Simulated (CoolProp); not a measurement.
Saturated liquid density (kg/m³) of toluene: the reference equation beside estimates from Tc = 318.6 °C, pc = 4.126 MPa, ω = 0.266. Rackett uses Z = 0.29056 − 0.08775 ω.

Computed with CoolProp (reference Helmholtz-energy equation of state, Lemmon 2006). It is a short technical equation, of lower accuracy than the large ones.

```
T (°C)  reference  Rackett  van der Waals  Redlich-Kwong  Soave-Redlich-Kwong  Peng-Robinson
------  ---------  -------  -------------  -------------  -------------------  -------------
10.35       875.8    864.5          512.4          761.8                777.1          873.5
26.35       860.9    850.4          504.9          749.4                766.3          862.2
42.25       846.0    835.9          497.1          736.4           (withheld)          850.2
58.25       830.8    821.1          488.9          722.7                743.0          837.3
74.25       815.4    805.8          480.5     (withheld)                730.1          823.6
90.15       799.8    790.3          471.8          693.3                716.6          809.0
106.15      783.7    774.1          462.6          677.4                702.0          793.3
122.05      767.3    757.5          453.1          660.7                686.6          776.6
138.05      750.2    740.2     (withheld)          642.9                669.9          758.4
153.95      732.5    722.4          432.5          624.3                652.1          738.9
169.95      714.0    703.6          421.4          604.3                632.9          717.5
185.95      694.4    683.8          409.5          583.0                612.0          694.3
201.85      673.8    663.1          397.0          560.4                589.4          669.0
```

Question: Fill in the missing entries.

Answer: 
- 42.25, Soave-Redlich-Kwong: 755.0
- 74.25, Redlich-Kwong: 708.3
- 138.05, van der Waals: 443.0

Absolute difference from the reference over all 13 rows, mean and median: Rackett 1.3 and 1.3 %, van der Waals 41.1 and 41.0 %, Redlich-Kwong 14.1 and 13.6 %, Soave-Redlich-Kwong 11.0 and 10.8 %, Peng-Robinson 0.7 and 0.8 %.
